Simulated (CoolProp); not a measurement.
Saturation properties of R124 (Tc = 122.3 °C, pc = 3624 kPa, ω = 0.288).

The numbers come from the reference Helmholtz-energy equation of state, de Vries 1995 in CoolProp.

| T (°C) | p (kPa) | vapour density (kg/m³) | surface tension (mN/m) |
|---|---|---|---|
| -39.65 | 26.93 | 1.926 | 17.8 |
| -36.95 | 31.15 | 2.206 | 17.4 |
| -34.15 | 36.08 | 2.531 | 17.1 |
| -31.45 | 41.41 | 2.878 | 16.7 |
| -28.75 | 47.35 | 3.263 | 16.4 |
| -25.95 | 54.22 | 3.703 | 16.0 |
| -23.25 | 61.57 | 4.171 | 15.6 |
| -20.55 | 69.70 | 4.684 | 15.3 |
| -17.85 | 78.65 | 5.246 | 14.9 |
| -15.05 | 88.87 | 5.884 | 14.6 |
| -12.35 | 99.69 | 6.554 | 14.2 |
| -9.65 | 111.5 | 7.283 | 13.9 |

It boils at -12.0 °C under 1 atm.

Surface tension comes from a separate correlation (Mulero 2012).
